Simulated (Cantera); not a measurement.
Mixture: 28.1 % H₂, 15.1 % O₂, 56.8 % N₂, at 20.7 atm, adiabatic and at constant volume. Ignition delay is the time to a rise of 400 K.

Model: GRI-Mech 3.0 (53 species, 325 reactions), integrated in Cantera. The hydrogen kinetics of GRI-Mech 3.0 are dated; newer H2 mechanisms differ, most at raised pressure. The pressure lies above the range GRI-Mech 3.0 was tuned for (to about 10 atm).

Question: Predict: delay at 950 K; delay at 1150 K; delay at 1350 K; delay at 1550 K; delay at 1750 K; apparent activation energy between 1550 and 1750 K.

Answer: 
```json
{
  "delay at 950 K": "18.3 ms",
  "delay at 1150 K": "0.286 ms",
  "delay at 1350 K": "4.38 µs",
  "delay at 1550 K": "0.638 µs",
  "delay at 1750 K": "0.324 µs",
  "apparent activation energy between 1550 and 1750 K": "76 kJ/mol"
}
```
